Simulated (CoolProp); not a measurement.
Model: reference Helmholtz-energy equation of state, Thol 2021, in CoolProp.

Problem. Give the vapour pressure (MPa), liquid density (kg/m³), vapour density (kg/m³), enthalpy of vaporisation (kJ/kg) of saturated chlorine at 275.3, 292.9, 354.4 K.

Solution. 
```
T (K)  p (MPa)  liquid density (kg/m³)  vapour density (kg/m³)  enthalpy of vaporisation (kJ/kg)
-----  -------  ----------------------  ----------------------  --------------------------------
275.3    0.395                    1460                    13.1                               265
292.9    0.671                    1410                    21.6                               252
354.4     2.77                    1190                    89.1                               193
```
